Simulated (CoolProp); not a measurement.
Aqueous ethanol as a coolant, at 37 °C, 1 atm.

Computed with CoolProp (Melinder's fits for secondary coolants).

```json
[
 {"mass %": "1.5", "freezing point (°C)": "-0.6", "viscosity (mPa s)": "0.731", "density (kg/m³)": "[?]", "cp (kJ/(kg K))": "4.191", "Prandtl number": "5.00"},
 {"mass %": "7.1", "freezing point (°C)": "-2.9", "viscosity (mPa s)": "0.876", "density (kg/m³)": "980.6", "cp (kJ/(kg K))": "4.238", "Prandtl number": "6.51"},
 {"mass %": "12.7", "freezing point (°C)": "-5.9", "viscosity (mPa s)": "1.05", "density (kg/m³)": "[?]", "cp (kJ/(kg K))": "4.290", "Prandtl number": "8.46"},
 {"mass %": "18.3", "freezing point (°C)": "-9.8", "viscosity (mPa s)": "1.22", "density (kg/m³)": "963.2", "cp (kJ/(kg K))": "4.316", "Prandtl number": "[?]"},
 {"mass %": "23.9", "freezing point (°C)": "-14.5", "viscosity (mPa s)": "1.37", "density (kg/m³)": "954.0", "cp (kJ/(kg K))": "4.305", "Prandtl number": "12.9"},
 {"mass %": "29.5", "freezing point (°C)": "-19.7", "viscosity (mPa s)": "1.48", "density (kg/m³)": "944.0", "cp (kJ/(kg K))": "4.259", "Prandtl number": "[?]"},
 {"mass %": "35.1", "freezing point (°C)": "-25.0", "viscosity (mPa s)": "1.56", "density (kg/m³)": "933.0", "cp (kJ/(kg K))": "4.186", "Prandtl number": "16.6"},
 {"mass %": "40.7", "freezing point (°C)": "-30.2", "viscosity (mPa s)": "1.60", "density (kg/m³)": "921.0", "cp (kJ/(kg K))": "4.097", "Prandtl number": "18.0"},
 {"mass %": "46.3", "freezing point (°C)": "-34.8", "viscosity (mPa s)": "1.62", "density (kg/m³)": "908.4", "cp (kJ/(kg K))": "[?]", "Prandtl number": "19.1"}
]
```

What belongs in the gaps?


- 1.5, density (kg/m³): 990.4
- 12.7, density (kg/m³): 971.8
- 18.3, Prandtl number: 10.7
- 29.5, Prandtl number: 14.9
- 46.3, cp (kJ/(kg K)): 3.999
